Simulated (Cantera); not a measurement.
A Cantera script and what it prints.

```python
import numpy as np
import cantera as ct

gas_names = """
    B BH BH2 BH3 BN BO BO2 B2 B2O B2O2 B2O3 B3O3H3 H HBO HBO2 HNO HNO2 HNO3 HO2 H2 H2O H2O2 H3B3O6 N NH
    NH2 NH3 NH2OH NO NO2 NO3 N2 N2H2 N2H4 N2O O OH O2 O3
""".split()
cond_names = """
    B(b) B(L) BN(s) B2O3(L) B3O3H3(cr) H2O(s) H2O(L)
""".split()


def load(file, names, dense=False):
    # The tables refer to 1 bar. Condensed volumes are neglected.
    table = {s.name: s for s in ct.Species.list_from_file(file)}
    out = []
    for n in names:
        d = dict(table[n].input_data)
        d["thermo"] = dict(d["thermo"], **{"reference-pressure": 1e5})
        if dense:
            d["equation-of-state"] = {"model": "constant-volume", "density": "1e6 g/cm^3"}
        out.append(ct.Species.from_dict(d))
    return out


gas = ct.Solution(thermo="ideal-gas", species=load("nasa_gas.yaml", gas_names))
cond = {s.name: ct.Solution(thermo="fixed-stoichiometry", species=[s], name=s.name)
        for s in load("nasa_condensed.yaml", cond_names, dense=True)}
atoms = {
    'B': {'B': 1},
    'H2O': {'H': 2, 'O': 1},
    'N2': {'N': 2},
}
top_T = {'BN(s)': 3200}  # K; cautious upper limits of use, not melting points


def equilibrate(T, P, feed):
    n = {}
    for name, mol in feed.items():
        for a, k in atoms[name].items():
            n[a] = n.get(a, 0.0) + k * mol
    gas.TPX = T, P, n
    mass = sum(n.values()) * gas.mean_molecular_weight
    gas.equilibrate("TP")
    valid = [c for c in cond.values() if c.min_temp <= T <= top_T.get(c.name, c.max_temp)]
    mix = ct.Mixture([(gas, mass / gas.mean_molecular_weight)] + [(c, 0.0) for c in valid])
    mix.T, mix.P = T, P
    mix.equilibrate("TP", solver="vcs", rtol=1e-11, max_steps=5000)
    return mix


results = []
feed = {'B': 1, 'H2O': 0.097, 'N2': 2.3}  # mol
T = 1523  # K
P = 100000  # Pa
mix = equilibrate(T, P, feed)
results.append((T, P, feed, dict(zip(mix.species_names, mix.species_moles))))
print(gas.report(threshold=1e-06))
for i in range(1, mix.n_phases):
    print(f"{mix.phase(i).name:16s} {mix.phase_moles(i):12.5e} mol")
```

Output:

```
       temperature   1523 K
          pressure   1e+05 Pa
           density   0.2111 kg/m^3
  mean mol. weight   26.732 kg/kmol
   phase of matter   gas

                          1 kg             1 kmol
                     ---------------   ---------------
          enthalpy        1.4456e+06        3.8644e+07  J
   internal energy        9.7192e+05        2.5981e+07  J
           entropy            9017.1        2.4104e+05  J/K
    Gibbs function       -1.2287e+07       -3.2846e+08  J
 heat capacity c_p              1300             34752  J/K
 heat capacity c_v            988.98             26437  J/K

                      mass frac. Y      mole frac. X     chem. pot. / RT
                     ---------------   ---------------   ---------------
              B2O3        8.9764e-05        3.4468e-05           -118.58
                 H        1.9405e-07        5.1462e-06           -10.826
               HBO        4.9561e-05        4.7627e-05           -54.279
              HBO2        0.00094129        0.00057427           -85.954
                H2         0.0037391           0.04958           -21.651
               H2O        0.00025313        0.00037561           -53.326
                N2           0.99493           0.94938           -26.111
     [  +32 minor]        1.3499e-06        1.1109e-06

B(b)              0.00000e+00 mol
BN(s)             9.36155e-01 mol
B2O3(L)           3.12552e-02 mol
B3O3H3(cr)        0.00000e+00 mol
```

These are equilibrium values from Cantera (NASA tables, ideal gas, pure condensed phases), not measurements of a reactor. Mutual solubility and eutectic melting of coexisting phases are not modelled. Gases not in the tables: H3BO3.
